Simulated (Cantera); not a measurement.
Input: 1 mol TEOS, 3.5 mol N2O, 0.48 mol H2, equilibrated at 1302 °C and 43.5 Torr.

These are equilibrium values from Cantera (NASA tables, ideal gas, pure condensed phases), not measurements of a reactor. Candidate condensed phases: C, C6H6, C7H8, C8H18, H2O, Si, SiC, SiO2, Si2N2O, Si3N4; 151 gas species. The feed counts by its element totals alone. The numbers say what is thermodynamically allowed, not how fast it happens.

Base state: H2 0.511, CO 0.341, N2 0.146, HCN 0.000478, SiO 0.000424, H 0.000123, CH4 2.76e-5, C2H2 (acetylene) 1.08e-5 (mole fractions); condensed: C(graphite) + Si2N2O(s).

Question: What changes in the equilibrium state with this change: temperature from 1302 °C to 1452 °C?

Answer: 
| species | before | after |
|---|---|---|
| H2 | 0.511 | 0.489 |
| CO | 0.341 | 0.339 |
| N2 | 0.146 | 0.162 |
| SiO | 0.000424 | 0.00992 |
| CH4 | 2.76e-5 | 5.38e-6 |
| H | 0.000123 | 0.000539 |
| C2H2 (acetylene) | 1.08e-5 | 6.81e-6 |
| HNC | 1.02e-5 | 1.46e-5 |
| HCN | 0.000478 | 0.000458 |
| C(graphite), mol | 0.994 | 0 |
| Si2N2O(s), mol | 0.496 | 0.0283 |
| SiC(s), mol | 0 | 0.731 |
Mutual solubility and eutectic melting of coexisting phases are not modelled.
